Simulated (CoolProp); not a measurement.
Benzene at 293.15 K and 0.00593 MPa flows at 17 m/s in a round tube of 2 mm bore and 45 µm roughness, fully developed (64/Re and Nu = 3.66 if laminar; Colebrook and Gnielinski if turbulent). Each further row changes one setting.

Computed with CoolProp (reference Helmholtz-energy equation of state, Thol 2012).

| case | Reynolds number | Darcy friction factor | pressure drop (Pa/m) | heat-transfer coefficient (W/(m² K)) | mass flow (kg/h) |
|---|---|---|---|---|---|
| as stated | 871 | 0.0735 | 1010 | 18.6 | 0.0367 |
| velocity 34 m/s | 1740 | 0.0367 | 2020 | 18.6 | 0.0733 |
| diameter 4 mm | 1740 | 0.0367 | 253 | 9.30 | 0.147 |

Viscosity comes from a separate model (Avgeri 2014). Thermal conductivity comes from a separate model (Assael 2012).
